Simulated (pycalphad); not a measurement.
An equivalent pycalphad script:

```python
from pycalphad import Database, equilibrium, calculate, variables as v
import numpy as np
db = Database('COST507.tdb')
comps = ['SI', 'AL', 'VA']
phases = ['DIAMOND_A4', 'FCC_A1', 'LIQUID']
eq = equilibrium(db, comps, phases, {v.X('AL'): 0.132, v.T: np.arange(1850, 499, -25), v.P: 101325, v.N: 1}, output=['HM', 'SM'])
```

CALPHAD calculation (pycalphad, COST 507 light-alloy database (1999)), 1 atm. The data set is of 1999 and partly superseded. Phase fractions are per mole of atoms.

Results at three of the temperatures:

```
T = 1425.00 K, P = 101325 Pa, N = 1 mol of atoms
G = -57876 J/mol, H = 39507 J/mol, S = 68.34 J/(mol K)  (SER reference)
chemical potentials (J/mol): Si -52641, Al -92303
phase             fraction      x(Si)      x(Al)
DIAMOND_A4          0.6761     0.9999   9.62e-05
LIQUID              0.3239     0.5927     0.4073
```

```
T = 1100.00 K, P = 101325 Pa, N = 1 mol of atoms
G = -37795 J/mol, H = 23846 J/mol, S = 56.04 J/(mol K)  (SER reference)
chemical potentials (J/mol): Si -35242, Al -54579
phase             fraction      x(Si)      x(Al)
DIAMOND_A4          0.8125     1.0000   1.74e-05
LIQUID              0.1875     0.2961     0.7039
```

```
T = 775.00 K, P = 101325 Pa, N = 1 mol of atoms
G = -21557 J/mol, H = 11442 J/mol, S = 42.58 J/(mol K)  (SER reference)
chemical potentials (J/mol): Si -20446, Al -28861
phase             fraction      x(Si)      x(Al)
DIAMOND_A4          0.8670     1.0000   1.91e-07
FCC_A1              0.1330     0.0078     0.9922
```

Changes of the phase set, refined by bisection:

```csv
T (K),phases above,phases below
1621.2,liquid,diamond (Si) + liquid
850.1,diamond (Si) + liquid,diamond (Si) + fcc
```

FCC_A1 is fcc; DIAMOND_A4 is diamond (Si).
